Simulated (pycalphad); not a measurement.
**Effect of B content in Ti-B**

Source of the numbers: pycalphad with the COST 507 light-alloy database (1999); pressure 1 atm. The data set is of 1999 and partly superseded. Phase fractions are per mole of atoms.

```tsv
alloy	liquidus (K)	first solid	solidus (K)	phases at 1050 K
Ti-0.97B (at.%)	1920	bcc	1814	hcp 0.98, BM 0.02
Ti-1.3B (at.%)	1913	bcc	1814	hcp 0.98, BM 0.02
Ti-1.95B (at.%)	1900	bcc	1814	hcp 0.96, BM 0.04
Ti-2.6B (at.%)	1887	bcc	1814	hcp 0.95, BM 0.05
Ti-5.2B (at.%)	1840	bcc	1814	hcp 0.90, BM 0.10
```

Database names, with the compositions (at.%) that they take in these runs: BM: Ti 50 B 50.
